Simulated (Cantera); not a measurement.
A perfectly stirred reactor is fed with 5.84 % CH4, 0.438 % C2H6, 0.642 % C3H8, 19.6 % O2, 73.5 % N2, at 3080 Torr; it is adiabatic with a 450 K inlet, and is followed from long to short residence time, starting on the burning branch (τ in s: 0.32, 0.11, 0.037, 0.013, 0.0043, 0.0015, 0.0005, 0.00017, 5.8e-05, 2e-05, 6.7e-06).

Computed with Cantera and GRI-Mech 3.0 (53 species, 325 reactions).

x: mole fraction; the columns are a selection and need not sum to one.

```
τ (s)    T (K)     x CH4   x C2H6   x C3H8    x N2O   x CO2   x C2H2
-------  -----  --------  -------  -------  -------  ------  -------
0.32      2177   3.36e-7  3.18e-9  5.13e-9  4.87e-7  0.0842  5.69e-8
0.11      2178   9.42e-7  9.06e-9  1.47e-8  5.01e-7  0.0841  1.56e-7
0.037     2177   2.62e-6  2.62e-8  4.23e-8  5.27e-7  0.0839  4.20e-7
0.013     2173   6.57e-6  7.10e-8  1.14e-7      [?]  0.0834  9.81e-7
0.0043    2160   1.57e-5  1.95e-7  3.07e-7      [?]  0.0823  2.02e-6
0.0015    2136   3.34e-5  4.87e-7  7.39e-7  8.28e-7  0.0801  3.41e-6
0.00050   2093   7.31e-5  1.22e-6  1.75e-6  8.42e-7  0.0762  5.31e-6
0.00017   2028  0.000169  3.06e-6  4.11e-6      [?]  0.0703  8.04e-6
5.8e-5    1931  0.000469  8.76e-6  1.11e-5      [?]  0.0605  1.43e-5
2.0e-5     450    0.0584  0.00438  0.00642   <1e-12  <1e-12   <1e-12
6.7e-6     450    0.0584  0.00438  0.00642   <1e-12  <1e-12   <1e-12
```

### Question
What belongs in the gaps?

### Answer

- 0.013, x N2O: 5.90e-7
- 0.0043, x N2O: 7.13e-7
- 0.00017, x N2O: 7.53e-7
- 5.8e-5, x N2O: 6.16e-7
